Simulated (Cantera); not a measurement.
A closed system holds: 1 mol borazine, 0.69 mol O₂, 0.27 mol H₂, at 0.133 bar.

Method: chemical equilibrium by Gibbs-energy minimisation in Cantera with the NASA 1993 tables (ideal gas, pure condensed phases). Candidate condensed phases: B, BN, B₂O₃, B₃O₃H₃, H₂O; 39 gas species. The feed counts by its element totals alone. Mutual solubility and eutectic melting of coexisting phases are not modelled. Kinetics and transport are ignored. All values below are at 1773 K.

Base state: H₂ 0.814, N₂ 0.119, HBO 0.0247, HBO₂ 0.0189, B₂O₃ 0.0176, B₂O₂ 0.00299, H₂O 0.00143, H 0.000703 (mole fractions); condensed: BN(s) + B₂O₃(l).

Question: What changes in the equilibrium state with this change: pressure from 0.133 bar to 1.80 mbar?

Answer: 
| species | before | after |
|---|---|---|
| H₂ | 0.814 | 0.661 |
| N₂ | 0.119 | 0.138 |
| HBO | 0.0247 | 0.0975 |
| B₂O₂ | 0.00299 | 0.0576 |
| BO | 0.000391 | 0.0148 |
| HBO₂ | 0.0189 | 0.00476 |
| B₂O₃ | 0.0176 | 0.0215 |
| B₂O | 3.78e-8 | 1.14e-5 |
| B₃O₃H₃ | 2.20e-5 | 2.47e-7 |
| H₂O | 0.00143 | 7.36e-5 |
| BN(s), mol | 2.07 | 1.74 |
| B₂O₃(l), mol | 0.300 | 0 |
